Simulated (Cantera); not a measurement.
An adiabatic, constant-pressure homogeneous reactor starts with CO : H₂ : O₂ : N₂ : CO₂ = 1 : 0.042 : 0.326 : 1.22 : 0.088 (molar parts), equivalence ratio 1.6, at 1823 K and 101000 Pa. Integrator tolerance rtol = 1e-08.

Cantera simulation using GRI-Mech 3.0 (53 species, 325 reactions); the numbers are that mechanism's predictions, not measurements.

Problem. What does this change do: N2 1.22 to 2.1 parts?

Solution. 
| quantity | before | after |
|---|---|---|
| time of steepest temperature rise | 26.1 µs | 35.3 µs |
| temperature at 0.400 s | 2867 K | 2752 K |
| equilibrium temperature | 2867 K | 2752 K |
| x(CO) at 0.400 s | 0.238 (gas-phase equilibrium 0.238) | 0.163 (gas-phase equilibrium 0.163) |
| x(H₂) at 0.400 s | 0.00160 (gas-phase equilibrium 0.00160) | 0.00117 (gas-phase equilibrium 0.00117) |
| x(O₂) at 0.400 s | 0.0285 (gas-phase equilibrium 0.0285) | 0.0157 (gas-phase equilibrium 0.0157) |
| x(H₂O₂) at 0.400 s | 2.29e-8 (gas-phase equilibrium 2.29e-8) | 1.18e-8 (gas-phase equilibrium 1.18e-8) |
| x(CO₂) at 0.400 s | 0.201 (gas-phase equilibrium 0.201) | 0.165 (gas-phase equilibrium 0.165) |

Problem. What does this change do: pressure from 101000 Pa to 40000 Pa?

Solution. 
| quantity | before | after |
|---|---|---|
| time of steepest temperature rise | 26.1 µs | 46.2 µs |
| temperature at 0.400 s | 2867 K | 2787 K |
| equilibrium temperature | 2867 K | 2787 K |
| x(CO) at 0.400 s | 0.238 (gas-phase equilibrium 0.238) | 0.245 (gas-phase equilibrium 0.245) |
| x(H₂) at 0.400 s | 0.00160 (gas-phase equilibrium 0.00160) | 0.00164 (gas-phase equilibrium 0.00164) |
| x(O₂) at 0.400 s | 0.0285 (gas-phase equilibrium 0.0285) | 0.0317 (gas-phase equilibrium 0.0317) |
| x(H₂O₂) at 0.400 s | 2.29e-8 (gas-phase equilibrium 2.29e-8) | 1.23e-8 (gas-phase equilibrium 1.23e-8) |
| x(CO₂) at 0.400 s | 0.201 (gas-phase equilibrium 0.201) | 0.191 (gas-phase equilibrium 0.191) |
